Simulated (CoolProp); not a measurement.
Saturation properties of methane.

Computed with CoolProp (reference Helmholtz-energy equation of state, Setzmann 1991).

```tsv
T (°C)	p (bar)	liquid density (kg/m³)	vapour Z	surface tension (mN/m)
-139.75	4.481	388.4	0.8987	8.77
-136.65	5.325	383.0	0.8860	8.20
-133.55	6.280	377.6	0.8723	7.63
-130.45	7.354	371.9	0.8577	7.07
-127.25	8.596	365.9	0.8416	6.50
-124.15	9.937	359.9	0.8249	5.96
-121.05	11.42	353.6	0.8072	5.42
-117.95	13.06	347.1	0.7882	4.89
-114.85	14.86	340.2	0.7681	4.38
-111.75	16.83	333.0	0.7465	3.87
-108.65	18.99	325.4	0.7234	3.37
-105.55	21.33	317.2	0.6986	2.88
-102.45	23.88	308.5	0.6718	2.41
-99.35	26.64	298.9	0.6425	1.96
```

It boils at -161.5 °C under 1 atm.

Surface tension comes from a separate correlation (Mulero 2012).
